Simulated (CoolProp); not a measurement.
Saturation properties of R1336mzz(Z).

The numbers come from the reference Helmholtz-energy equation of state, McLinden 2020 in CoolProp.

```csv
T (K),p (MPa),liquid density (kg/m³),vapour density (kg/m³),enthalpy of vaporisation (kJ/kg),liquid cp (kJ/(kg K))
352.9,0.4271,1208,___,140.2,1.345
358.1,0.4889,1191,31.81,137.0,___
363.4,0.5586,1173,36.45,133.7,1.376
368.6,0.6341,___,41.56,130.2,1.393
373.8,0.7171,1137,47.29,126.6,1.411
379.1,0.8100,1117,53.85,122.8,1.432
384.3,0.9096,1097,61.10,118.8,1.454
389.5,1.018,1075,69.27,114.6,1.480
394.7,1.136,1053,78.52,110.2,1.510
400,1.267,1029,89.25,105.4,1.546
405.2,1.407,1004,101.3,100.3,1.589
410.4,1.558,976.9,115.2,94.77,1.643
415.7,1.724,946.8,131.9,88.61,1.716
420.9,1.901,914.0,151.4,81.87,1.816
```

Q: Complete the blanks.

A: 
- 352.9, vapour density (kg/m³): 27.75
- 358.1, liquid cp (kJ/(kg K)): 1.360
- 368.6, liquid density (kg/m³): 1155

It boils at 306.6 K under 1 atm.
